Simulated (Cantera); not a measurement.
## Adiabatic ignition

An adiabatic, constant-volume homogeneous reactor starts with C3H8 : O2 : N2 : H2 = 1 : 2.17 : 8.17 : 0.078 (molar parts), at 1575 K and 550000 Pa.

Cantera simulation using GRI-Mech 3.0 (53 species, 325 reactions); the numbers are that mechanism's predictions, not measurements. GRI-Mech 3.0 was tuned for natural gas; its chemistry of propane as a main component is partial and can be far from experiment.

```
t (s)     T (K)  P (bar)    x C3H8     x O2     x H2     x C2H    x HCO     x CH4
--------  -----  -------  --------  -------  -------  --------  -------  --------
3.00e-6    1562     5.51    0.0776    0.185  0.00939  1.05e-10  1.74e-6   0.00122
7.89e-6    1583     5.72    0.0549    0.172   0.0169   3.43e-9  1.06e-5   0.00532
2.08e-5    2853     13.3  3.11e-11  7.24e-6    0.174   2.27e-5  4.27e-6  0.000683
5.46e-5    2835     13.3    <1e-12  7.65e-6    0.185  1.14e-10  2.46e-6   1.52e-8
0.000144   2838     13.3    <1e-12  7.93e-6    0.185    <1e-12  2.48e-6   2.86e-9
0.000378   2839     13.3    <1e-12  8.03e-6    0.184    <1e-12  2.49e-6   2.67e-9
0.000994   2839     13.3    <1e-12  8.04e-6    0.184    <1e-12  2.49e-6   2.65e-9
0.00262    2839     13.3    <1e-12  8.04e-6    0.184    <1e-12  2.49e-6   2.65e-9
0.00688    2839     13.3    <1e-12  8.04e-6    0.184    <1e-12  2.49e-6   2.65e-9
0.0181     2839     13.3    <1e-12  8.04e-6    0.184    <1e-12  2.49e-6   2.65e-9
0.0476     2839     13.3    <1e-12  8.04e-6    0.184    <1e-12  2.49e-6   2.65e-9
0.125      2839     13.3    <1e-12  8.04e-6    0.184    <1e-12  2.49e-6   2.65e-9
0.330      2839     13.3    <1e-12  8.04e-6    0.184    <1e-12  2.49e-6   2.65e-9
0.867      2839     13.3    <1e-12  8.04e-6    0.184    <1e-12  2.49e-6   2.65e-9
2.28       2839     13.3    <1e-12  8.04e-6    0.184    <1e-12  2.49e-6   2.65e-9
6.00       2839     13.3    <1e-12  8.04e-6    0.184    <1e-12  2.49e-6   2.65e-9
```
x: mole fraction; the columns are a selection and need not sum to one.

The time of steepest temperature rise comes out as 13.8 µs. The temperature at 6.00 s is 2839 K, the equilibrium temperature is 2839 K and the x(C3H8) at 6.00 s is <1e-12 (gas-phase equilibrium <1e-12). The x(O2) at 6.00 s is 8.04e-6 (gas-phase equilibrium 8.04e-6) and the x(H2) at 6.00 s is 0.184 (gas-phase equilibrium 0.184).
